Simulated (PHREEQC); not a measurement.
0.01 mol of Cerargyrite (AgCl) is brought to equilibrium with 1 kg of water holding 10 mmol/kgw NaCl, at 20 °C, the pH being set by adding NaOH or HCl. O2 is buffered at 0.21 atm. The system is closed to CO2. The run lets Cerargyrite, Ag2O precipitate or redissolve, and no other solid.

Model: acid-base model without metal-ligand complexes, wateq4f.dat, run in PHREEQC.

```csv
pH,dissolved Ag (mol/kgw),dissolved Cl (mol/kgw),AgOH (mol/kgw)
4,1.38e-8,0.0101,0
4.58,1.39e-8,0.0100,0
5.17,1.39e-8,0.0100,0
5.75,1.39e-8,0.0100,0
6.33,1.39e-8,0.0100,2.68e-14
6.92,1.39e-8,0.0100,1.04e-13
7.5,1.39e-8,0.0100,3.97e-13
8.08,1.39e-8,0.0100,1.51e-12
8.67,1.39e-8,0.0100,5.87e-12
9.25,1.40e-8,0.0100,2.23e-11
9.83,1.40e-8,0.0100,8.48e-11
10.42,1.43e-8,0.0100,3.30e-10
11,1.54e-8,0.0100,1.26e-9
```

Complexes and solids missing from the database can't appear.
